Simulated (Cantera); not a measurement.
Cantera run, input and output.

```python
import numpy as np
import cantera as ct

gas = ct.Solution("gri30.yaml", transport_model="multicomponent")
show = ['C2H2', 'N2', 'H']

rows = []
print(f"{'T/K':>7s}{'rho':>11s}{'cp':>10s}{'mu':>11s}{'lambda':>11s}{'Pr':>7s}" + "".join(f"{'D_' + s:>11s}" for s in show))
for T in [400, 500, 600, 700, 800, 900, 1000, 1100]:
    gas.TPX = T, 330, {'O2': 0.55}
    Pr = gas.cp_mass * gas.viscosity / gas.thermal_conductivity
    D = [gas.mix_diff_coeffs_mole[gas.species_index(s)] for s in show]
    rows.append([gas.density, gas.cp_mass, gas.viscosity, gas.thermal_conductivity, Pr, *D])
    print(f"{T:7g}{gas.density:11.4e}{gas.cp_mass:10.1f}{gas.viscosity:11.4e}"
          f"{gas.thermal_conductivity:11.4e}{Pr:7.3f}" + "".join(f"{d:11.4e}" for d in D))
print("SI units: kg/m3, J/kg/K, Pa s, W/m/K, m2/s")
```

Result:

```
    T/K        rho        cp         mu     lambda     Pr     D_C2H2       D_N2        D_H
    400 3.1750e-03     941.4 2.5629e-05 3.3889e-02  0.712 8.5991e-03 1.0604e-02 6.5234e-02
    500 2.5400e-03     971.4 3.0045e-05 4.1059e-02  0.711 1.2762e-02 1.5562e-02 9.6242e-02
    600 2.1167e-03    1002.6 3.4077e-05 4.8102e-02  0.710 1.7526e-02 2.1217e-02 1.3166e-01
    700 1.8143e-03    1031.1 3.7824e-05 5.4934e-02  0.710 2.2849e-02 2.7524e-02 1.7118e-01
    800 1.5875e-03    1054.7 4.1353e-05 6.1465e-02  0.710 2.8697e-02 3.4446e-02 2.1457e-01
    900 1.4111e-03    1073.7 4.4705e-05 6.7676e-02  0.709 3.5044e-02 4.1955e-02 2.6165e-01
   1000 1.2700e-03    1090.2 4.7912e-05 7.3669e-02  0.709 4.1868e-02 5.0026e-02 3.1225e-01
   1100 1.1545e-03    1102.7 5.0995e-05 7.9351e-02  0.709 4.9150e-02 5.8639e-02 3.6626e-01
SI units: kg/m3, J/kg/K, Pa s, W/m/K, m2/s
```

Model: GRI-Mech 3.0 (53 species, 325 reactions), integrated in Cantera.
